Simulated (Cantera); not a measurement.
Gas mixture: 23.7 % H2O, 28.5 % C3H8, 16.5 % CH3OH, 31.3 % CH4, at 0.132 atm, frozen composition.

Cantera's kinetic-theory transport with the Lennard-Jones parameters of GRI-Mech 3.0, ideal gas; thermal conductivity in the mixture-averaged form. Polar gases are described roughly by these parameters.

One state of this run: ρ (kg/m³) = 0.0870; cp (J/kg/K) = 2386; μ (µPa s) = 15.7; λ (mW/m/K) = 51.5; Pr = 0.728; D (cm²/s) N2 = 3.21; D (cm²/s) H2 = 11.8; D (cm²/s) C2H2 = 2.58. D: mixture-averaged diffusion coefficient of that species in the mixture.

**Question.** Which value of T (K) does it belong to?
A) 900
B) 1000
C) 800
D) 500

**Answer.** D, 500
